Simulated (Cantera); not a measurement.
A closed system holds: 1 mol MgO, 13 mol F2, 0.24 mol O2, held at 0.310 bar.

Equilibrium computed with Cantera from the NASA thermochemical tables; the gas is ideal and each condensed phase is pure. Candidate condensed phases: Mg, MgF2, MgO; 14 gas species. Rates play no part.

x: gas mole fraction; n: condensed amount in mol.

```tsv
T (K)	x F	x F2	x O2	x MgF2	x FO	x O	n MgF2(s)	n MgF2(l)
1148	0.450	0.505	0.0450	1.74e-8	8.22e-6	3.02e-9	1.00	0
1198	0.569	0.390	0.0415	9.13e-8	1.12e-5	8.79e-9	1.000	0
1248	0.678	0.284	0.0384	4.17e-7	1.43e-5	2.34e-8	1.000	0
1298	[?]	[?]	0.0358	[?]	[?]	[?]	1.000	0
1348	0.835	0.131	0.0338	6.13e-6	1.99e-5	1.35e-7	1.000	0
1398	0.881	0.0860	0.0325	2.02e-5	2.24e-5	2.97e-7	1.000	0
1448	0.912	[?]	0.0316	[?]	[?]	[?]	0.999	0
1498	0.932	0.0369	0.0310	0.000171	2.69e-5	1.25e-6	0.996	0
1548	0.944	0.0245	0.0306	0.000431	2.90e-5	2.40e-6	0	0.990
1598	0.952	0.0166	0.0304	0.000916	3.10e-5	4.43e-6	0	0.978
1648	0.956	0.0114	0.0302	0.00185	3.29e-5	7.90e-6	0	0.955
1698	0.958	0.00801	0.0300	0.00357	3.47e-5	1.36e-5	0	0.912
1748	0.958	0.00569	0.0299	0.00661	3.65e-5	2.28e-5	0	0.836
```

Question: What belongs in the gaps?

Answer: 
- 1298, x F: 0.768
- 1298, x F2: 0.197
- 1298, x MgF2: 1.69e-6
- 1298, x FO: 1.72e-5
- 1298, x O: 5.80e-8
- 1448, x F2: 0.0561
- 1448, x MgF2: 6.12e-5
- 1448, x FO: 2.47e-5
- 1448, x O: 6.23e-7
